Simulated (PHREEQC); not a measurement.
Dissolve 0.0085 mol ZnI2 and 0.012 mol H3PO4 per kg of water at 25 °C. Closed to the air; pH follows from the charge balance.

Model: ion-association model, wateq4f.dat, run in PHREEQC.

Problem. The ionic strength comes out as 0.0324 mol/kgw. What activity coefficients do I-, Zn+2, H2PO4-, H+ get?

Solution. I- 0.85, Zn+2 0.54, H2PO4- 0.85, H+ 0.87.

This is a speciation only: nothing precipitates in the calculation. Complexes and solids missing from the database can't appear. H3PO4, which wateq4f.dat lacks, is added to it with the constant of phreeqc.dat. The database has no phosphate complexes of Zn.
